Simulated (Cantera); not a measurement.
A closed system holds: 1 mol Si3N4, 0.28 mol N2, held at 1950 K and 0.000260 bar.

Method: chemical equilibrium by Gibbs-energy minimisation in Cantera with the NASA 1993 tables (ideal gas, pure condensed phases). Candidate condensed phases: Si, Si3N4; 7 gas species. The tables' values for SiN are old estimates; treat these amounts as uncertain. The numbers say what is thermodynamically allowed, not how fast it happens.

Base state: N2 0.906, Si 0.0916, Si2 0.000839, Si2N 0.000570, SiN 0.000414, Si3 0.000184 (mole fractions); condensed: Si(l).

What changes in the equilibrium state with this change: pressure from 0.000260 bar to 1.00 bar?


```json
[
 {"species": "N2", "before": "0.906", "after": "1.000"},
 {"species": "Si", "before": "0.0916", "after": "4.56e-6"},
 {"species": "SiN", "before": "0.000414", "after": "1.34e-6"},
 {"species": "Si2", "before": "0.000839", "after": "8.00e-9"},
 {"species": "Si3", "before": "0.000184", "after": "<1e-9"},
 {"species": "Si2N", "before": "0.000570", "after": "3.54e-7"},
 {"species": "Si(l), mol", "before": "2.76", "after": "0"},
 {"species": "Si3N4(s), mol", "before": "0", "after": "1.000"}
]
```
